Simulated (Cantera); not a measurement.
Predominance diagram of Ca at 1525 K against the partial pressures of O₂ and Cl₂ (log10, bar). Source: NASA polynomial tables (part measured, part estimated), evaluated in Cantera. Candidates: Ca(l), CaCl₂(l), CaO(s). Only these pure phases compete in this equilibrium. Not in the tables: oxide halides.

```
log p(Cl₂) \ log p(O₂)
        columns: -18, -16.5, -15.1, -13.6, -12.2, -10.7, -9.2, -7.8, -6.3, -4.8, -3.4, -1.9, -0.5, 1
      0  A A A A A A A A A A A A A A
   -2.6  A A A A A A A A A A A A A A
   -5.2  A A A A A A A A A A A B B B
   -7.8  A A A A A A A B B B B B B B
  -10.4  A A A B B B B B B B B B B B
    -13  B B B B B B B B B B B B B B
  -15.6  B B B B B B B B B B B B B B
  -18.2  B B B B B B B B B B B B B B
  -20.8  B B B B B B B B B B B B B B
  -23.4  B B B B B B B B B B B B B B
    -26  B B B B B B B B B B B B B B
```

A: CaCl₂(l); B: CaO(s).
